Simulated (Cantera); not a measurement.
A closed system holds: 1 mol Si, 1.3 mol HF, 2.5 mol H2, at 1077 °C and 0.133 bar.

These are equilibrium values from Cantera (NASA tables, ideal gas, pure condensed phases), not measurements of a reactor. Candidate condensed phases: Si; 25 gas species. The tables' values for SiF3, SiF2 are old estimates; treat these amounts as uncertain. Kinetics and transport are ignored.

Base state: H2 0.901, SiF4 0.0793, SiHF3 0.0107, SiF3 0.00727, HF 0.000988, SiH2F2 0.000680, SiF2 0.000508, SiH3F 1.16e-5 (mole fractions); condensed: Si(s).

Problem. What changes in the equilibrium state with this change: HF from 1.3 to 6.8 mol?

Solution. 
```tsv
species	before	after
H2	0.901	0.542
HF	0.000988	0.337
SiF4	0.0793	0.120
SiHF3	0.0107	2.86e-5
SiH2F2	0.000680	3.21e-9
SiF2	0.000508	3.98e-9
SiH3F	1.16e-5	<1e-9
SiF3	0.00727	2.51e-5
Si(s), mol	0.658	0
```
The tables' values for SiF3 are old estimates; treat these amounts as uncertain.

Problem. What changes in the equilibrium state with this change: temperature from 1077 °C to 352 °C?

Solution. 
| species | before | after |
|---|---|---|
| H2 | 0.901 | 0.905 |
| SiF4 | 0.0793 | 0.0893 |
| SiHF3 | 0.0107 | 0.00560 |
| SiF3 | 0.00727 | 2.10e-8 |
| HF | 0.000988 | 1.52e-9 |
| SiF2 | 0.000508 | <1e-9 |
| Si(s), mol | 0.658 | 0.670 |
